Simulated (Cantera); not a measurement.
An isothermal, constant-pressure homogeneous reactor starts with CO : O₂ : H₂O : N₂ = 0.012 : 0.0021 : 0.00028 : 1 (molar parts), at 1400 K and 0.918 atm. Integrator tolerance rtol = 1e-08.

Model: GRI-Mech 3.0 (53 species, 325 reactions), integrated in Cantera.

Problem. What does this change do: 0.0015 parts CH4 added?

Solution. 
| quantity | before | after |
|---|---|---|
| x(CO) at 30.0 s | 0.00758 (gas-phase equilibrium 0.00758) | 0.0112 (gas-phase equilibrium 0.0113) |
| x(O₂) at 30.0 s | 7.60e-12 (gas-phase equilibrium <1e-12) | <1e-12 (gas-phase equilibrium <1e-12) |
| x(H₂O) at 30.0 s | 0.000152 (gas-phase equilibrium 0.000152) | 0.000947 (gas-phase equilibrium 0.000906) |
| x(NO₂) at 30.0 s | <1e-12 (gas-phase equilibrium <1e-12) | <1e-12 (gas-phase equilibrium <1e-12) |
| x(N₂O) at 30.0 s | 7.21e-10 (gas-phase equilibrium <1e-12) | 3.39e-11 (gas-phase equilibrium <1e-12) |
| x(NO) at 30.0 s | 1.78e-6 (gas-phase equilibrium 1.03e-9) | 3.43e-7 (gas-phase equilibrium 3.27e-10) |
| x(O) at 30.0 s | 1.30e-11 (gas-phase equilibrium <1e-12) | <1e-12 (gas-phase equilibrium <1e-12) |

Problem. What does this change do: 0.0049 parts CH4 added?

Solution. 
| quantity | before | after |
|---|---|---|
| x(CO) at 30.0 s | 0.00758 (gas-phase equilibrium 0.00758) | 0.0119 (gas-phase equilibrium 0.0161) |
| x(O₂) at 30.0 s | 7.60e-12 (gas-phase equilibrium <1e-12) | <1e-12 (gas-phase equilibrium <1e-12) |
| x(H₂O) at 30.0 s | 0.000152 (gas-phase equilibrium 0.000152) | 0.00146 (gas-phase equilibrium 8.99e-8) |
| x(NO₂) at 30.0 s | <1e-12 (gas-phase equilibrium <1e-12) | <1e-12 (gas-phase equilibrium <1e-12) |
| x(N₂O) at 30.0 s | 7.21e-10 (gas-phase equilibrium <1e-12) | <1e-12 (gas-phase equilibrium <1e-12) |
| x(NO) at 30.0 s | 1.78e-6 (gas-phase equilibrium 1.03e-9) | 6.79e-10 (gas-phase equilibrium <1e-12) |
| x(O) at 30.0 s | 1.30e-11 (gas-phase equilibrium <1e-12) | <1e-12 (gas-phase equilibrium <1e-12) |
